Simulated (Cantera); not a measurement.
Charge: 1 mol Ti, 0.068 mol C3H8, 380 mol H2, held at 1.00 bar.

Cantera equilibrium calculation (NASA polynomials, part measured and part estimated; ideal gas, pure solids and liquids). Candidate condensed phases: C, C6H6, C7H8, C8H18, Ti, TiC; 77 gas species. Mutual solubility and eutectic melting of coexisting phases are not modelled. TiC: taken at fixed stoichiometry. Condensed phases not in the tables: N, O or C dissolved in the metal. The numbers say what is thermodynamically allowed, not how fast it happens. All values below are at 1227 °C.

Base state: H2 1.000, H 1.76e-5 (mole fractions); condensed: Ti(β) + TiC(s).

Problem. What changes in the equilibrium state with this change: C3H8 from 0.068 to 2.2 mol?

Solution. 
```tsv
species	before	after
H2	1.000	0.997
CH4	4.31e-9	0.00256
H	1.76e-5	1.76e-5
Ti(β), mol	0.796	0
TiC(s), mol	0.204	1.00
C(graphite), mol	0	4.60
```
